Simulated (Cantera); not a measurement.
**Counterflow diffusion flame**

A counterflow diffusion flame at 2.90 bar, nozzles 20 mm apart: fuel side 76.9 % H2, 23.1 % N2 at 475 K, oxidiser side 18.0 % O2, 82.0 % N2 at 523 K, fuel mass flux 0.53 times the oxidiser's; mixture-averaged transport, no radiation.

Computed with Cantera and the H2/O2 subset of GRI-Mech 3.0, which has no nitrogen chemistry. The hydrogen kinetics of GRI-Mech 3.0 are dated; newer H2 mechanisms differ, most at raised pressure. The maximum strain rate includes the flame's own expansion and is several times the mean.

```json
[
 {"oxidiser flux (kg/m²/s)": "1.7", "max strain (1/s)": "560", "mean strain (1/s)": "121", "T max (K)": "2406", "peak x OH": "0.0110", "peak x H": "0.00566", "peak x H2O": "0.257", "peak x HO2": "2.10e-5"},
 {"oxidiser flux (kg/m²/s)": "2.2", "max strain (1/s)": "725", "mean strain (1/s)": "156", "T max (K)": "2390", "peak x OH": "0.0114", "peak x H": "0.00624", "peak x H2O": "0.255", "peak x HO2": "2.77e-5"},
 {"oxidiser flux (kg/m²/s)": "2.7", "max strain (1/s)": "881", "mean strain (1/s)": "192", "T max (K)": "2378", "peak x OH": "0.0117", "peak x H": "0.00676", "peak x H2O": "0.254", "peak x HO2": "3.35e-5"},
 {"oxidiser flux (kg/m²/s)": "3.4", "max strain (1/s)": "1090", "mean strain (1/s)": "242", "T max (K)": "2360", "peak x OH": "0.0119", "peak x H": "0.00740", "peak x H2O": "0.252", "peak x HO2": "4.11e-5"},
 {"oxidiser flux (kg/m²/s)": "4.2", "max strain (1/s)": "1340", "mean strain (1/s)": "299", "T max (K)": "2342", "peak x OH": "0.0122", "peak x H": "0.00804", "peak x H2O": "0.251", "peak x HO2": "4.94e-5"},
 {"oxidiser flux (kg/m²/s)": "5.3", "max strain (1/s)": "1660", "mean strain (1/s)": "377", "T max (K)": "2320", "peak x OH": "0.0124", "peak x H": "0.00881", "peak x H2O": "0.250", "peak x HO2": "5.97e-5"},
 {"oxidiser flux (kg/m²/s)": "6.6", "max strain (1/s)": "2020", "mean strain (1/s)": "469", "T max (K)": "2297", "peak x OH": "0.0126", "peak x H": "0.00959", "peak x H2O": "0.249", "peak x HO2": "7.04e-5"},
 {"oxidiser flux (kg/m²/s)": "8.2", "max strain (1/s)": "2470", "mean strain (1/s)": "583", "T max (K)": "2276", "peak x OH": "0.0128", "peak x H": "0.0105", "peak x H2O": "0.247", "peak x HO2": "8.23e-5"},
 {"oxidiser flux (kg/m²/s)": "10", "max strain (1/s)": "2960", "mean strain (1/s)": "711", "T max (K)": "2255", "peak x OH": "0.0130", "peak x H": "0.0113", "peak x H2O": "0.246", "peak x HO2": "9.38e-5"},
 {"oxidiser flux (kg/m²/s)": "13", "max strain (1/s)": "3760", "mean strain (1/s)": "925", "T max (K)": "2224", "peak x OH": "0.0131", "peak x H": "0.0125", "peak x H2O": "0.244", "peak x HO2": "0.000111"}
]
```
x: mole fraction; the columns are a selection and need not sum to one.
